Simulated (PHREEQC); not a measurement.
## Nickel, zinc or cadmium bath: an equilibrium model

Make-up at 10 °C: 2.8 mmol/kgw ZnCl2, 11 mmol/kgw NaCl and 3.1 mmol/kgw H2SO4. Closed to the air; pH follows from the charge balance.

Computed with PHREEQC (ion-association model, phreeqc.dat).

Precipitation was switched off in this run.

Problem. Estimate the pH, ionic strength.

Solution. pH 2.30; ionic strength 0.0261 mol/kgw.

Problem. In which forms is S present?

Solution. SO4-2 70 %, HSO4- 16 %, ZnSO4 11 %, NaSO4- 1.9 % of the S.

At this temperature some constants are extrapolated from 25 °C, and those without enthalpy data are left unchanged.
